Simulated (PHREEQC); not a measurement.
**Alkaline etch or developer: speciation**

Consider water at 75 °C with 17 mmol/kgw NaOH, 1.9 mmol/kgw K2SiO3 and 100 mmol/kgw K3PO4. Closed to the air; pH follows from the charge balance.

Equilibrium calculation in PHREEQC: ion-association model, phreeqc.dat.

Precipitation was switched off in this run.

### Question
Predict the pH, activity of water, density.

### Answer
pH 11.18; activity of water 0.992; density 0.995 g/cm³.

### Question
In which forms is Na present?

### Answer
Na+ 99 %, NaHPO4- 1.1 % of the Na.

Species that the database lacks are ignored. At this temperature some constants are extrapolated from 25 °C, and those without enthalpy data are left unchanged.
